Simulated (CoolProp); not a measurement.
A single-stage vapour-compression cycle with R1224YDZ: evaporating at 270.15 K (dew point), condensing at 311.15 K (bubble point), superheat 0 K, subcooling 8 K, compressor efficiency 0.6, no pressure losses. Each further row changes one setting.

Computed with CoolProp (reference Helmholtz-energy equation of state, Akasaka 2023).

```
case                              cooling COP  pressure ratio  discharge temperature (K)  refrigerating effect (kJ/kg)  volumetric capacity (kJ/m³)
--------------------------------  -----------  --------------  -------------------------  ----------------------------  ---------------------------
as stated                                3.54            4.75                      326.2                           141                          462
evaporating temperature 275.15 K         4.20            3.81                      323.6                           144                          581
condensing temperature 306.15 K           ___            4.03                      320.3                           146                          481
subcooling 13 K                          3.69            4.75                      326.2                           146                          481
superheat 10 K                            ___            4.75                      336.8                           ___                          ___
compressor efficiency 0.5                2.95            4.75                      335.3                           141                          462
```

**Question.** Fill in the missing entries.

**Answer.** 
- condensing temperature 306.15 K, cooling COP: 4.14
- superheat 10 K, cooling COP: 3.58
- superheat 10 K, refrigerating effect (kJ/kg): 148
- superheat 10 K, volumetric capacity (kJ/m³): 467
